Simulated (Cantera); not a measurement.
Cantera run:

```python
import numpy as np
import cantera as ct

gas_names = """
    H HO2 H2 H2O H2O2 O OH O2 O3 Ti TiO TiO2
""".split()
cond_names = """
    H2O(s) H2O(L) Ti(a) Ti(b) Ti(L) TiO(a) TiO(b) TiO(L) TiO2(ru) TiO2(L) Ti2O3(a) Ti2O3(b) Ti2O3(L)
    Ti3O5(a) Ti3O5(b) Ti3O5(L) Ti4O7(s) Ti4O7(L)
""".split()


# ... load() reads the species with a 1 bar reference pressure and builds the phases ...
atoms = {
    'TiO2': {'Ti': 1, 'O': 2},
    'H2': {'H': 2},
    'H2O': {'H': 2, 'O': 1},
}
top_T = {}  # K; cautious upper limits of use, not melting points


# ... equilibrate(T, P, feed) seeds the gas with the atoms and calls Mixture.equilibrate('TP', solver="vcs", rtol=1e-11, max_steps=5000) ...
results = []
feed = {'TiO2': 1, 'H2': 0.36, 'H2O': 2.6}  # mol
T = 1173.15  # K
P = 900  # Pa
mix = equilibrate(T, P, feed)
results.append((T, P, feed, dict(zip(mix.species_names, mix.species_moles))))
print(gas.report(threshold=0.001))
for i in range(1, mix.n_phases):
    print(f"{mix.phase(i).name:16s} {mix.phase_moles(i):12.5e} mol")
```

Result:

```
       temperature   1173.2 K
          pressure   900 Pa
           density   0.0014827 kg/m^3
  mean mol. weight   16.069 kg/kmol
   phase of matter   gas

                          1 kg             1 kmol
                     ---------------   ---------------
          enthalpy       -1.1199e+07       -1.7995e+08  J
   internal energy       -1.1806e+07       -1.8971e+08  J
           entropy             17016        2.7344e+05  J/K
    Gibbs function       -3.1161e+07       -5.0074e+08  J
 heat capacity c_p            2617.9             42068  J/K
 heat capacity c_v            2100.5             33754  J/K

                      mass frac. Y      mole frac. X     chem. pot. / RT
                     ---------------   ---------------   ---------------
                H2          0.015258           0.12162           -24.734
               H2O           0.98474           0.87838           -55.019
     [  +10 minor]        5.0187e-08        4.5634e-07

Ti(b)             0.00000e+00 mol
TiO(a)            0.00000e+00 mol
TiO2(ru)          1.00000e+00 mol
Ti2O3(b)          0.00000e+00 mol
Ti3O5(b)          0.00000e+00 mol
Ti4O7(s)          0.00000e+00 mol
```

Equilibrium computed with Cantera from the NASA thermochemical tables; the gas is ideal and each condensed phase is pure.
